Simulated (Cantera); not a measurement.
An isothermal, constant-pressure homogeneous reactor starts with 2.34 % H₂, 97.7 % O₂, equivalence ratio 0.012, at 1425 K and 1900 Pa.

Model: the H2/O2 subset of GRI-Mech 3.0, which has no nitrogen chemistry, integrated in Cantera. Radical loss at walls, strong at low pressure, is not modelled.

x: mole fraction; the columns are a selection and need not sum to one.

```tsv
t (s)	x H₂	x O₂	x OH	x HO₂	x H₂O₂
0.000300	0.0234	0.977	1.39e-6	3.22e-7	5.98e-10
0.000711	0.0233	0.976	8.73e-5	8.14e-7	2.74e-9
0.00169	0.00103	0.956	0.00437	1.49e-6	4.99e-8
0.00400	0.000199	0.955	0.00311	1.21e-6	3.06e-8
0.00949	0.000189	0.957	0.00303	1.18e-6	3.02e-8
0.0225	0.000168	0.959	0.00286	1.12e-6	2.92e-8
0.0533	…	0.963	…	…	…
0.126	7.58e-5	0.968	0.00193	7.51e-7	2.20e-8
0.300	3.08e-5	0.973	0.00124	4.44e-7	1.48e-8
0.711	8.98e-6	0.975	0.000668	1.96e-7	7.72e-9
1.69	2.23e-6	0.976	0.000334	7.75e-8	3.25e-9
4.00	5.74e-7	0.976	0.000169	4.69e-8	1.24e-9
```

Question: What belongs in the gaps?

Answer: 
- 0.0533, x H₂: 0.000129
- 0.0533, x OH: 0.00251
- 0.0533, x HO₂: 9.88e-7
- 0.0533, x H₂O₂: 2.68e-8
